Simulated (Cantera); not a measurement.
A Cantera script and what it prints.

```python
import numpy as np
import cantera as ct

gas_names = """
    C CH CH2 CH3 CH2OH CH3O CH4 CH3OH CN CO CO2 COOH C2 C2H CHCO,ketyl C2H2,acetylene C2H2,vinylidene
    CH2CO,ketene C2H3,vinyl CH3CN CH3CO,acetyl C2H4 C2H4O,ethylen CH3CHO,ethanal CH3COOH (HCOOH)2 C2H5
    C2H6 CH3OCH3 C2H5OH CCN CNC C2N2 C2O C3 C3H3,propargyl C3H4,allene C3H4,propyne C3H4,cyclo-
    C3H5,allyl C3H6,propylene C3H6,cyclo- C3H6O C3H7,n-propyl C3H7,i-propyl C3H8 C3H8O,1propanol
    C3H8O,2propanol C3O2 C4 C4H2 C4H4,1,3-cyclo- C4H6,butadiene C4H6,2-butyne C4H6,cyclo- C4H8,1-butene
    C4H8,cis2-buten C4H8,tr2-butene C4H8,isobutene C4H8,cyclo- (CH3COOH)2 C4H9,n-butyl C4H9,i-butyl
    C4H9,s-butyl C4H9,t-butyl C4H10,isobutane C4H10,n-butane C4N2 C5 C5H6,1,3cyclo- C5H8,cyclo-
    C5H10,1-pentene C5H10,cyclo- C5H11,pentyl C5H11,t-pentyl C5H12,n-pentane C5H12,i-pentane
    CH3C(CH3)2CH3 C6H2 C6H5,phenyl C6H5O,phenoxy C6H6 C6H5OH,phenol C6H10,cyclo- C6H12,1-hexene
    C6H12,cyclo- C6H13,n-hexyl C7H7,benzyl C7H8 C7H8O,cresol C7H14,1-heptene C7H15,n-heptyl
    C7H16,n-heptane C8H8,styrene C8H10,ethylbenz C8H16,1-octene C8H17,n-octyl C8H18,isooctane
    C8H18,n-octane C9H19,n-nonyl C10H8,naphthale C10H21,n-decyl C12H9,o-bipheny C12H10,bipheny H HCN HCO
    HCCN HNC HNCO HNO HNO2 HNO3 HO2 H2 HCHO,formaldehy HCOOH H2O H2O2 N NCO NH NH2 NH3 NH2OH NO NO2 NO3
    N2 N2H2 N2H4 N2O O OH O2 O3 Si SiC SiC2 SiC4H12 SiH SiH2 SiH3 SiH4 SiN SiO SiO2 Si2 Si2C Si2N Si3
""".split()
cond_names = """
    C(gr) C6H6(L) C7H8(L) C8H18(L),n-octa H2O(s) H2O(L) Si(cr) Si(L) SiC(b) SiO2(Lqz) SiO2(hqz) SiO2(L)
    Si2N2O(s) Si3N4(a)
""".split()


def load(file, names, dense=False):
    # The tables refer to 1 bar. Condensed volumes are neglected.
    table = {s.name: s for s in ct.Species.list_from_file(file)}
    out = []
    for n in names:
        d = dict(table[n].input_data)
        d["thermo"] = dict(d["thermo"], **{"reference-pressure": 1e5})
        if dense:
            d["equation-of-state"] = {"model": "constant-volume", "density": "1e6 g/cm^3"}
        out.append(ct.Species.from_dict(d))
    return out


gas = ct.Solution(thermo="ideal-gas", species=load("nasa_gas.yaml", gas_names))
cond = {s.name: ct.Solution(thermo="fixed-stoichiometry", species=[s], name=s.name)
        for s in load("nasa_condensed.yaml", cond_names, dense=True)}
atoms = {
    'TEOS': {'Si': 1, 'C': 8, 'H': 20, 'O': 4},
    'O3': {'O': 3},
    'N2': {'N': 2},
}
top_T = {'C(gr)': 4500, 'SiC(b)': 3050, 'Si2N2O(s)': 2100, 'Si3N4(a)': 2400}  # K; cautious upper limits of use, not melting points


def equilibrate(T, P, feed):
    n = {}
    for name, mol in feed.items():
        for a, k in atoms[name].items():
            n[a] = n.get(a, 0.0) + k * mol
    gas.TPX = T, P, n
    mass = sum(n.values()) * gas.mean_molecular_weight
    gas.equilibrate("TP")
    valid = [c for c in cond.values() if c.min_temp <= T <= top_T.get(c.name, c.max_temp)]
    mix = ct.Mixture([(gas, mass / gas.mean_molecular_weight)] + [(c, 0.0) for c in valid])
    mix.T, mix.P = T, P
    mix.equilibrate("TP", solver="vcs", rtol=1e-11, max_steps=5000)
    return mix


results = []
feed = {'TEOS': 1, 'O3': 0.14, 'N2': 7}  # mol
T = 1623.15  # K
P = 23  # Pa
mix = equilibrate(T, P, feed)
results.append((T, P, feed, dict(zip(mix.species_names, mix.species_moles))))
x = sorted(zip(gas.X, gas.species_names), reverse=True)
print(f"T = {T:g} K  P = {P:g} Pa  gas = {mix.phase_moles(0):.4g} mol")
print("   x: " + "  ".join(f"{s} {v:.3e}" for v, s in x if v > 1e-06))
print("   condensed (mol): " + ("  ".join(f"{mix.phase(i).name} {mix.phase_moles(i):.4g}"
      for i in range(1, mix.n_phases) if mix.phase_moles(i) > 1e-12) or "none"))
```

Result:

```
T = 1623.15 K  P = 23 Pa  gas = 21.45 mol
   x: H2 4.641e-01  N2 3.258e-01  CO 2.054e-01  H 3.109e-03  HCN 9.166e-04  SiO 6.477e-04  HNC 2.238e-05  C2H2,acetylene 1.620e-05  Si 7.756e-06
   condensed (mol): C(gr) 2.587  SiC(b) 0.9859
```

Method: chemical equilibrium by Gibbs-energy minimisation in Cantera with the NASA 1993 tables (ideal gas, pure condensed phases). The feed counts by its element totals alone.
